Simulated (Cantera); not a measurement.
Input: 1 mol Si₂Cl₆, 0.021 mol Cl₂, 360 mol H₂, 1 mol O₂, equilibrated at 60.0 mbar.

Method: chemical equilibrium by Gibbs-energy minimisation in Cantera with the NASA 1993 tables (ideal gas, pure condensed phases). Candidate condensed phases: H₂O, Si, SiO₂; 30 gas species. The feed counts by its element totals alone. Mutual solubility and eutectic melting of coexisting phases are not modelled. The tables hold silica as quartz up to 1696 K and as liquid above; real silica turns to tridymite and cristobalite and melts near 1996 K. Equilibrium is a limit: real reactors are often held back by kinetics, nucleation or transport.

Question: What share of the Si ends up in condensed phases as a function of T (K), at 973, 1073, 1173, 1273, 1373, 1473, 1573, 1673, 1773?

Answer: 
| T (K) | Si condensed (%) | as |
|---|---|---|
| 973 | 50.0 | SiO₂(β-quartz) |
| 1073 | 71.7 | Si(s) + SiO₂(β-quartz) |
| 1173 | 85.0 | Si(s) + SiO₂(β-quartz) |
| 1273 | 86.3 | Si(s) + SiO₂(β-quartz) |
| 1373 | 74.7 | Si(s) + SiO₂(β-quartz) |
| 1473 | 10.0 | SiO₂(β-quartz) |
| 1573 | 0.0 | - |
| 1673 | 0.0 | - |
| 1773 | 0.0 | - |
